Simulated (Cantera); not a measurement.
# Dilute partial oxidation

An isothermal, constant-pressure homogeneous reactor starts with CH₃OH : O₂ : N₂ = 0.024 : 0.012 : 1 (molar parts), at 1475 K and 340000 Pa.

Detailed kinetics in Cantera: GRI-Mech 3.0 (53 species, 325 reactions). GRI-Mech 3.0 was tuned for natural gas; its chemistry of methanol as a main component is partial and can be far from experiment.

```json
[
 {"t (s)": "4.00e-5", "x CH₃OH": "0.0228", "x O₂": "0.0115", "x NO": "3.06e-11", "x N₂O": "1.94e-9", "x C₂H₆": "9.42e-8", "x H₂": "0.000202", "x O": "2.65e-8"},
 {"t (s)": "8.25e-5", "x CH₃OH": "0.0217", "x O₂": "0.0111", "x NO": "1.16e-10", "x N₂O": "8.84e-9", "x C₂H₆": "1.37e-7", "x H₂": "0.000934", "x O": "6.67e-8"},
 {"t (s)": "0.000170", "x CH₃OH": "0.0101", "x O₂": "0.00759", "x NO": "1.05e-9", "x N₂O": "4.29e-8", "x C₂H₆": "9.49e-8", "x H₂": "0.0119", "x O": "7.20e-7"},
 {"t (s)": "0.000350", "x CH₃OH": "1.06e-8", "x O₂": "0.000328", "x NO": "1.70e-7", "x N₂O": "1.64e-8", "x C₂H₆": "4.71e-10", "x H₂": "0.0225", "x O": "3.72e-5"},
 {"t (s)": "0.000722", "x CH₃OH": "7.79e-10", "x O₂": "2.82e-7", "x NO": "3.45e-7", "x N₂O": "5.86e-10", "x C₂H₆": "1.34e-11", "x H₂": "0.0252", "x O": "6.82e-7"},
 {"t (s)": "0.00149", "x CH₃OH": "3.75e-10", "x O₂": "3.59e-8", "x NO": "3.51e-7", "x N₂O": "2.08e-10", "x C₂H₆": "8.30e-12", "x H₂": "0.0261", "x O": "9.13e-8"},
 {"t (s)": "0.00307", "x CH₃OH": "2.17e-10", "x O₂": "6.35e-9", "x NO": "3.36e-7", "x N₂O": "9.71e-11", "x C₂H₆": "6.45e-12", "x H₂": "0.0264", "x O": "1.65e-8"},
 {"t (s)": "0.00632", "x CH₃OH": "1.23e-10", "x O₂": "1.27e-9", "x NO": "2.94e-7", "x N₂O": "5.66e-11", "x C₂H₆": "4.76e-12", "x H₂": "0.0267", "x O": "3.33e-9"},
 {"t (s)": "0.0130", "x CH₃OH": "6.55e-11", "x O₂": "2.70e-10", "x NO": "2.29e-7", "x N₂O": "3.43e-11", "x C₂H₆": "3.26e-12", "x H₂": "0.0268", "x O": "7.12e-10"},
 {"t (s)": "0.0269", "x CH₃OH": "3.33e-11", "x O₂": "5.96e-11", "x NO": "1.60e-7", "x N₂O": "1.74e-11", "x C₂H₆": "2.17e-12", "x H₂": "0.0269", "x O": "1.58e-10"},
 {"t (s)": "0.0554", "x CH₃OH": "1.66e-11", "x O₂": "1.35e-11", "x NO": "1.03e-7", "x N₂O": "6.91e-12", "x C₂H₆": "1.46e-12", "x H₂": "0.0269", "x O": "3.65e-11"},
 {"t (s)": "0.114", "x CH₃OH": "8.30e-12", "x O₂": "3.22e-12", "x NO": "6.20e-8", "x N₂O": "2.24e-12", "x C₂H₆": "<1e-12", "x H₂": "0.0270", "x O": "8.84e-12"},
 {"t (s)": "0.235", "x CH₃OH": "4.41e-12", "x O₂": "<1e-12", "x NO": "3.49e-8", "x N₂O": "<1e-12", "x C₂H₆": "<1e-12", "x H₂": "0.0270", "x O": "2.48e-12"},
 {"t (s)": "0.485", "x CH₃OH": "2.84e-12", "x O₂": "<1e-12", "x NO": "1.68e-8", "x N₂O": "<1e-12", "x C₂H₆": "<1e-12", "x H₂": "0.0270", "x O": "1.03e-12"},
 {"t (s)": "1.00", "x CH₃OH": "2.45e-12", "x O₂": "<1e-12", "x NO": "5.27e-9", "x N₂O": "<1e-12", "x C₂H₆": "<1e-12", "x H₂": "0.0270", "x O": "<1e-12"}
]
```
x: mole fraction; the columns are a selection and need not sum to one.

Equilibrium at this temperature and pressure: CH₃OH <1e-12, O₂ <1e-12, NO 1.24e-9, N₂O <1e-12, C₂H₆ <1e-12, H₂ 0.0271, O <1e-12 (gas phase only).
